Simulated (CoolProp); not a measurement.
Properties of n-butane at several states.

The numbers come from the reference Helmholtz-energy equation of state, Bücker 2006 in CoolProp.

```csv
T (°C),p (bar),phase,cp (kJ/(kg K)),isothermal compressibility (1/MPa),fugacity coefficient
49.65,0.149,gas,?,67.34,0.9967
-28.65,0.743,liquid,2.192,?,?
34.55,0.872,gas,?,11.75,0.9774
```

Q: Fill in the missing entries.

A: 
- 49.65, cp (kJ/(kg K)): 1.807
- -28.65, isothermal compressibility (1/MPa): 0.001572
- -28.65, fugacity coefficient: 0.3996
- 34.55, cp (kJ/(kg K)): 1.764
